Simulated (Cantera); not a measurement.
Charge: 1 mol SiCl4, 67 mol H2, 0.27 mol C3H8, equilibrated at 94.0 mbar.

Method: chemical equilibrium by Gibbs-energy minimisation in Cantera with the NASA 1993 tables (ideal gas, pure condensed phases). Candidate condensed phases: C, C6H6, C7H8, C8H18, Si, SiC; 109 gas species. The tables' values for SiCl are old estimates; treat these amounts as uncertain. Gases not in the tables: Si2H6 and higher silanes. The numbers say what is thermodynamically allowed, not how fast it happens. All values below are at 1998 K.

Base state: H2 0.940, HCl 0.0518, H 0.00507, SiCl2 0.00242, Cl 0.000208, Si 0.000160, SiCl 7.87e-5, SiH2 3.49e-5 (mole fractions); condensed: SiC(s).

Q: What changes in the equilibrium state with this change: pressure from 94.0 mbar to 13.3 mbar?

A: 
```tsv
species	before	after
H2	0.940	0.931
HCl	0.0518	0.0525
H	0.00507	0.0134
SiCl2	0.00242	0.00173
Si2C	4.35e-6	2.11e-5
Si	0.000160	0.000777
Cl	0.000208	0.000563
SiC(s), mol	0.807	0.803
```

Q: What changes in the equilibrium state with this change: H2 from 67 to 1.8 mol?

A: 
```
species            before     after
----------------  -------  --------
HCl                0.0518     0.544
H2                  0.940     0.317
SiCl2             0.00242     0.122
SiCl4             4.00e-8  0.000663
SiCl3             9.17e-6   0.00838
SiHCl3            2.82e-7  0.000150
SiC(s), mol         0.807     0.359
C(graphite), mol        0     0.449
```
The tables' values for SiCl3, SiCl are old estimates; treat these amounts as uncertain.
